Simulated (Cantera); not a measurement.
Input: 1 mol SiCl4, 1.7 mol Cl2, 0.26 mol H2, held at 650 K and 750 Torr.

These are equilibrium values from Cantera (NASA tables, ideal gas, pure condensed phases), not measurements of a reactor. Candidate condensed phases: Si; 19 gas species. Rates play no part.

Base state: Cl2 0.486, SiCl4 0.338, HCl 0.176 (mole fractions); condensed: gas only.

Q: What changes in the equilibrium state with this change: temperature from 650 K to 1648.15 K?

A: 
| species | before | after |
|---|---|---|
| Cl2 | 0.486 | 0.417 |
| SiCl4 | 0.338 | 0.322 |
| HCl | 0.176 | 0.167 |
| Cl | 9.06e-8 | 0.0936 |
| SiCl3 | <1e-9 | 0.000104 |
The tables' values for SiCl3 are old estimates; treat these amounts as uncertain.
